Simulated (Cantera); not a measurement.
A closed system holds: 1 mol Pb, 3 mol CO₂, a varied amount of H₂, equilibrated at 1427 °C and 2.20 mbar.

Equilibrium computed with Cantera from the NASA thermochemical tables; the gas is ideal and each condensed phase is pure. Candidate condensed phases: C, C₆H₆, C₇H₈, C₈H₁₈, H₂O, Pb, PbO, PbO₂, Pb₃O₄; 113 gas species. The numbers say what is thermodynamically allowed, not how fast it happens.

x: gas mole fraction; nothing condenses.

```csv
n(H₂) (mol),x H₂,x CO,x H₂O,x CO₂,x Pb,x H
2.5,0.113,0.271,0.271,0.190,0.153,0.00106
3.1,0.158,0.278,0.278,0.144,0.140,0.00125
3.8,0.209,0.277,0.277,0.107,0.128,0.00144
4.6,0.265,0.269,0.269,0.0797,0.116,0.00162
5.7,0.333,0.253,0.253,0.0561,0.103,0.00181
7,…,…,…,…,…,…
8.6,0.470,0.210,0.210,0.0275,0.0792,0.00215
11,0.549,0.182,0.182,0.0177,0.0666,0.00233
13,0.599,0.163,0.163,0.0130,0.0587,0.00243
16,0.657,0.141,0.141,0.00885,0.0499,0.00255
20,0.712,…,…,…,…,0.00265
24,0.752,0.103,0.103,0.00412,0.0357,0.00272
30,0.794,0.0854,0.0854,0.00269,0.0294,0.00280
```

Some entries are withheld; supply them.


- 7, x H₂: 0.402
- 7, x CO: 0.233
- 7, x H₂O: 0.233
- 7, x CO₂: 0.0395
- 7, x Pb: 0.0908
- 7, x H: 0.00199
- 20, x CO: 0.119
- 20, x H₂O: 0.119
- 20, x CO₂: 0.00582
- 20, x Pb: 0.0416
